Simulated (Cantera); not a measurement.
Cantera with NASA thermochemical tables; ideal gases at 1 bar, condensed phases pure. Values are per mole of reaction as written; species without (g) are pure solids or liquids, kept so even where they would boil at 1 bar.

2 HCl(g) + 2 FeCl₂ = 2 H(g) + Fe₂Cl₆(g)

| T (K) | ΔH° (kJ) | ΔS° (J/K) | ΔG° (kJ) | log10 K |
|---|---|---|---|---|
| 375 | 650.2 | 157.4 | 591.1 | -82.34 |
| 425 | 650.3 | 157.7 | 583.3 | -71.68 |
| 475 | 650.3 | 157.7 | 575.4 | -63.27 |
| 525 | … | … | … | … |
| 575 | 650.2 | 157.5 | 559.6 | -50.84 |
| 625 | 650.0 | 157.2 | 551.7 | -46.11 |
| 675 | 649.7 | 156.8 | 543.9 | -42.09 |
| 725 | 649.4 | 156.3 | 536.1 | -38.62 |
| 775 | … | … | … | … |
| 825 | 648.6 | 155.2 | 520.5 | -32.95 |
| 875 | 648.1 | 154.7 | 512.7 | -30.61 |

### Question
Complete the blanks.

### Answer

- 525, ΔH° (kJ): 650.3
- 525, ΔS° (J/K): 157.7
- 525, ΔG° (kJ): 567.5
- 525, log10 K: -56.46
- 775, ΔH° (kJ): 649.0
- 775, ΔS° (J/K): 155.8
- 775, ΔG° (kJ): 528.3
- 775, log10 K: -35.60
